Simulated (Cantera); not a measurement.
## Premixed flame

A freely propagating, adiabatic, planar premixed flame of H2 : O2 : N2 = 1 : 0.676 : 2.54 (molar parts), equivalence ratio 0.74, unburnt at 448 K and 1.00 atm; multicomponent transport, grid criteria slope 0.08 and curve 0.16, no radiation.

Model: the H2/O2 subset of GRI-Mech 3.0, which has no nitrogen chemistry, integrated in Cantera. Burning velocities carry a grid error of a few per cent, more on coarse grids.

```json
[
 {"z (mm)": "-1.14", "T (K)": "448", "u (m/s)": "3.03", "x H2": "0.237", "x O2": "0.160", "x H2O2": "<1e-8", "x H2O": "<1e-8", "x O": "<1e-8", "x HO2": "<1e-8"},
 {"z (mm)": "-0.762", "T (K)": "448", "u (m/s)": "3.03", "x H2": "0.237", "x O2": "0.160", "x H2O2": "<1e-8", "x H2O": "<1e-8", "x O": "<1e-8", "x HO2": "<1e-8"},
 {"z (mm)": "-0.571", "T (K)": "448", "u (m/s)": "3.03", "x H2": "0.237", "x O2": "0.160", "x H2O2": "<1e-8", "x H2O": "5.87e-8", "x O": "<1e-8", "x HO2": "<1e-8"},
 {"z (mm)": "-0.381", "T (K)": "448", "u (m/s)": "3.02", "x H2": "0.236", "x O2": "0.161", "x H2O2": "2.55e-8", "x H2O": "3.33e-6", "x O": "1.41e-8", "x HO2": "4.76e-7"},
 {"z (mm)": "-0.190", "T (K)": "475", "u (m/s)": "3.16", "x H2": "0.223", "x O2": "0.162", "x H2O2": "1.50e-5", "x H2O": "0.00138", "x O": "3.95e-6", "x HO2": "0.000212"},
 {"z (mm)": "-0.0952", "T (K)": "738", "u (m/s)": "4.75", "x H2": "0.181", "x O2": "0.157", "x H2O2": "4.99e-5", "x H2O": "0.0265", "x O": "0.000230", "x HO2": "0.000279"},
 {"z (mm)": "0", "T (K)": "1157", "u (m/s)": "7.23", "x H2": "0.104", "x O2": "0.124", "x H2O2": "1.07e-5", "x H2O": "0.100", "x O": "0.00355", "x HO2": "0.000118"},
 {"z (mm)": "0.0952", "T (K)": "1455", "u (m/s)": "9.01", "x H2": "0.0435", "x O2": "0.0801", "x H2O2": "4.52e-6", "x H2O": "0.177", "x O": "0.00928", "x HO2": "6.17e-5"},
 {"z (mm)": "0.190", "T (K)": "1615", "u (m/s)": "9.95", "x H2": "0.0243", "x O2": "0.0618", "x H2O2": "2.48e-6", "x H2O": "0.208", "x O": "0.0111", "x HO2": "4.01e-5"},
 {"z (mm)": "0.381", "T (K)": "1776", "u (m/s)": "10.9", "x H2": "0.0180", "x O2": "0.0547", "x H2O2": "1.22e-6", "x H2O": "0.223", "x O": "0.00967", "x HO2": "2.68e-5"},
 {"z (mm)": "0.762", "T (K)": "1920", "u (m/s)": "11.6", "x H2": "0.0138", "x O2": "0.0515", "x H2O2": "6.54e-7", "x H2O": "0.234", "x O": "0.00681", "x HO2": "1.72e-5"},
 {"z (mm)": "1.52", "T (K)": "2036", "u (m/s)": "12.3", "x H2": "0.00889", "x O2": "0.0493", "x H2O2": "3.98e-7", "x H2O": "0.246", "x O": "0.00407", "x HO2": "1.00e-5"},
 {"z (mm)": "3.05", "T (K)": "2115", "u (m/s)": "12.7", "x H2": "0.00476", "x O2": "0.0482", "x H2O2": "2.65e-7", "x H2O": "0.254", "x O": "0.00208", "x HO2": "5.55e-6"}
]
```
x: mole fraction of selected species; z is measured from the peak of heat release.

```yaml
laminar_burning_velocity: 303 cm/s
thermal_thickness: 0.381 mm
peak x(H2O2): 5.26e-5
peak x(O): 0.0111
peak x(HO2): 0.000403
grid_points: 114
```
